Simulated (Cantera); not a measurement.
A perfectly stirred reactor is fed with CO : H2 : CH4 : O2 : N2 = 1 : 0.039 : 0.03 : 0.446 : 1.68 (molar parts), equivalence ratio 1.3, at 1.10 bar; it is adiabatic with a 425 K inlet, and is followed from long to short residence time, starting on the burning branch (τ in s: 0.35, 0.15, 0.062, 0.026, 0.011, 0.0046, 0.0019, 0.00081, 0.00034, 0.00014, 5.9e-05).

Model: GRI-Mech 3.0 (53 species, 325 reactions), integrated in Cantera.

### Question
What does this change do: 0.24 parts H2O added?

### Answer
```tsv
quantity	before	after
blow-out, bracketed by the residence times tried	burning at 0.140 ms, out at 59.0 µs	burning at 0.140 ms, out at 59.0 µs
x(CO) at τ = 0.350 s	0.105	0.0867
x(H2) at τ = 0.350 s	0.00211	0.00630
x(CH4) at τ = 0.350 s	8.06e-8	1.15e-7
x(O) at τ = 0.350 s	0.000741	0.000262
x(C2H4) at τ = 0.350 s	<1e-12	<1e-12
x(CO) at τ = 4.60 ms	0.131	0.103
x(H2) at τ = 4.60 ms	0.00294	0.00833
x(CH4) at τ = 4.60 ms	2.19e-6	2.48e-6
x(O) at τ = 4.60 ms	0.00455	0.00219
x(C2H4) at τ = 4.60 ms	1.06e-11	3.37e-11
```

### Question
What does this change do: inlet temperature 425 to 798 K?

### Answer
```
quantity                                                                       before                                   after
------------------------------------------------  -----------------------------------  --------------------------------------
blow-out, bracketed by the residence times tried  burning at 0.140 ms, out at 59.0 µs  burning at 59.0 µs, the shortest tried
x(CO) at τ = 0.350 s                                                            0.105                                   0.123
x(H2) at τ = 0.350 s                                                          0.00211                                 0.00234
x(CH4) at τ = 0.350 s                                                         8.06e-8                                 3.27e-8
x(O) at τ = 0.350 s                                                          0.000741                                 0.00224
x(C2H4) at τ = 0.350 s                                                         <1e-12                                  <1e-12
x(CO) at τ = 4.60 ms                                                            0.131                                   0.141
x(H2) at τ = 4.60 ms                                                          0.00294                                 0.00286
x(CH4) at τ = 4.60 ms                                                         2.19e-6                                 1.51e-6
x(O) at τ = 4.60 ms                                                           0.00455                                 0.00553
x(C2H4) at τ = 4.60 ms                                                       1.06e-11                                5.15e-12
```
